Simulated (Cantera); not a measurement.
Charge: 1 mol SiC, 0.21 mol CO₂, 890 mol N₂, a varied amount of H₂O, at 1250 K and 1.33 mbar.

Method: chemical equilibrium by Gibbs-energy minimisation in Cantera with the NASA 1993 tables (ideal gas, pure condensed phases). Candidate condensed phases: C, C₆H₆, C₇H₈, C₈H₁₈, H₂O, Si, SiC, SiO₂, Si₂N₂O, Si₃N₄; 151 gas species. N₂ is the only nitrogen source here; it is nearly inert below about 1500 K, so the nitride shown seldom forms there in practice. Mutual solubility and eutectic melting of coexisting phases are not modelled. The tables hold silica as quartz up to 1696 K and as liquid above; real silica turns to tridymite and cristobalite and melts near 1996 K. Kinetics and transport are ignored.

x: gas mole fraction; n: condensed amount in mol.

```
n(H₂O) (mol)   x N₂      x H₂      x CO     x H₂O     x CO₂    x SiO     x HCN  n C(graphite)  n Si₂N₂O(s)  n SiO₂(β-quartz)
------------  -----  --------  --------  --------  --------  -------  --------  -------------  -----------  ----------------
0.2           1.000  0.000224  0.000135    <1e-12    <1e-12  3.67e-8   1.90e-6           1.09        0.500                 0
0.5           0.999  0.000560  0.000472  5.30e-12  2.85e-12  6.86e-8   3.00e-6          0.787        0.500                 0
0.8           0.998         ?         ?         ?         ?        ?         ?              ?        0.500                 0
1.1           0.998   0.00123   0.00114  2.83e-11  1.68e-11  1.07e-7   4.44e-6          0.186        0.500                 0
1.4           0.997         ?   0.00136         ?   3.85e-8  4.70e-6         ?              0            ?                 ?
1.7           0.997   0.00190   0.00136   8.47e-8   3.85e-8  4.70e-6   3.38e-9              0        0.362             0.272
2             0.996   0.00224   0.00136   9.96e-8   3.85e-8  4.71e-6   3.66e-9              0        0.262             0.472
2.3           0.996   0.00257   0.00135   1.14e-7   3.85e-8  4.71e-6   3.93e-9              0        0.162             0.672
2.6           0.996   0.00291   0.00135   1.29e-7   3.85e-8  4.71e-6   4.17e-9              0       0.0620             0.872
2.9           0.995   0.00315   0.00133   9.69e-5   2.61e-5  6.79e-9  6.14e-12              0            0             1.000
```

### Question
What belongs in the gaps?

### Answer

- 0.8, x H₂: 0.000896
- 0.8, x CO: 0.000808
- 0.8, x H₂O: 1.45e-11
- 0.8, x CO₂: 8.38e-12
- 0.8, x SiO: 8.98e-8
- 0.8, x HCN: 3.79e-6
- 0.8, n C(graphite): 0.487
- 1.4, x H₂: 0.00157
- 1.4, x H₂O: 6.98e-8
- 1.4, x HCN: 3.07e-9
- 1.4, n Si₂N₂O(s): 0.462
- 1.4, n SiO₂(β-quartz): 0.0719
